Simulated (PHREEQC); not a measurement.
Dissolve 12 mmol/kgw HF, 0.16 mmol/kgw H2SiF6 and 0.086 mmol/kgw H3BO3 at 25 °C. Closed to the air; pH follows from the charge balance.

The numbers come from PHREEQC with the ion-association model, phreeqc.dat.

Task: The ionic strength comes out as 0.00303 mol/kgw. What activity coefficients do BF3OH-, BF4-, SiF6-2, H+, HF2- get?

Result: BF3OH- 0.94, BF4- 0.94, SiF6-2 0.79, H+ 0.95, HF2- 0.94.

No solid was allowed to form. SiF6-2 is the database's only silicon fluoride. Real BF4- forms and hydrolyses slowly; the run takes it at equilibrium.
